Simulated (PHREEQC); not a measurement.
Consider water at 64 °C with 0.23 mol MnSO4 and 0.15 mol NaCl per kg of water. Closed to the air; pH follows from the charge balance.

The numbers come from PHREEQC with the ion-association model, wateq4f.dat.

No solid was allowed to form.

### Question
Order these Mn species by the share of Mn that they hold, largest first: MnCl+, MnCl2, Mn+2, MnSO4.

### Answer
MnSO4 (51 %), Mn+2 (44 %), MnCl+ (5.1 %), MnCl2 (0.11 %)

The pH is 5.88 and the ionic strength 0.546 mol/kgw. Constants without temperature data keep their 25 °C values here.
